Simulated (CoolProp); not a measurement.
Vapour pressure (kPa) of carbon dioxide: the reference equation beside estimates from Tc = 304.1 K, pc = 7377 kPa, ω = 0.224. Clausius-Clapeyron is anchored at 262.3 K with a constant enthalpy of vaporisation of 11.48 kJ/mol.

Model: reference Helmholtz-energy equation of state, Span 1996, in CoolProp.

```json
[
 {"T (K)": "238.9", "reference": "1234", "Clausius-Clapeyron": "1544", "van der Waals": "2598", "Redlich-Kwong": "1591", "Soave-Redlich-Kwong": "1238", "Peng-Robinson": "1224"},
 {"T (K)": "242.8", "reference": "1411", "Clausius-Clapeyron": "1694", "van der Waals": "2801", "Redlich-Kwong": "1788", "Soave-Redlich-Kwong": "1416", "Peng-Robinson": "1399"},
 {"T (K)": "246.7", "reference": "1606", "Clausius-Clapeyron": "1853", "van der Waals": "3015", "Redlich-Kwong": "2001", "Soave-Redlich-Kwong": "1612", "Peng-Robinson": "1592"},
 {"T (K)": "250.6", "reference": "1819", "Clausius-Clapeyron": "2022", "van der Waals": "3238", "Redlich-Kwong": "2230", "Soave-Redlich-Kwong": "1828", "Peng-Robinson": "1805"},
 {"T (K)": "254.5", "reference": "2053", "Clausius-Clapeyron": "2200", "van der Waals": "3471", "Redlich-Kwong": "2478", "Soave-Redlich-Kwong": "2065", "Peng-Robinson": "2038"},
 {"T (K)": "258.4", "reference": "2308", "Clausius-Clapeyron": "2388", "van der Waals": "3715", "Redlich-Kwong": "2743", "Soave-Redlich-Kwong": "2323", "Peng-Robinson": "2293"},
 {"T (K)": "262.3", "reference": "2585", "Clausius-Clapeyron": "2585", "van der Waals": "3969", "Redlich-Kwong": "3026", "Soave-Redlich-Kwong": "2604", "Peng-Robinson": "2572"},
 {"T (K)": "266.2", "reference": "2886", "Clausius-Clapeyron": "2792", "van der Waals": "4233", "Redlich-Kwong": "3329", "Soave-Redlich-Kwong": "2909", "Peng-Robinson": "2874"},
 {"T (K)": "270.1", "reference": "3212", "Clausius-Clapeyron": "3009", "van der Waals": "4508", "Redlich-Kwong": "3651", "Soave-Redlich-Kwong": "3239", "Peng-Robinson": "3202"},
 {"T (K)": "274", "reference": "3564", "Clausius-Clapeyron": "3236", "van der Waals": "4794", "Redlich-Kwong": "3994", "Soave-Redlich-Kwong": "3596", "Peng-Robinson": "3557"},
 {"T (K)": "277.9", "reference": "3944", "Clausius-Clapeyron": "3474", "van der Waals": "5091", "Redlich-Kwong": "4357", "Soave-Redlich-Kwong": "3980", "Peng-Robinson": "3941"},
 {"T (K)": "281.8", "reference": "4353", "Clausius-Clapeyron": "3721", "van der Waals": "5399", "Redlich-Kwong": "4742", "Soave-Redlich-Kwong": "4393", "Peng-Robinson": "4355"},
 {"T (K)": "285.7", "reference": "4794", "Clausius-Clapeyron": "3978", "van der Waals": "5718", "Redlich-Kwong": "5148", "Soave-Redlich-Kwong": "4837", "Peng-Robinson": "4800"},
 {"T (K)": "289.6", "reference": "5267", "Clausius-Clapeyron": "4245", "van der Waals": "6048", "Redlich-Kwong": "5577", "Soave-Redlich-Kwong": "5311", "Peng-Robinson": "5278"}
]
```

Absolute difference from the reference over all 14 rows, mean and median: Clausius-Clapeyron 11.7 and 11.5 %, van der Waals 54.8 and 50.1 %, Redlich-Kwong 16.7 and 16.2 %, Soave-Redlich-Kwong 0.7 and 0.8 %, Peng-Robinson 0.5 and 0.5 %.
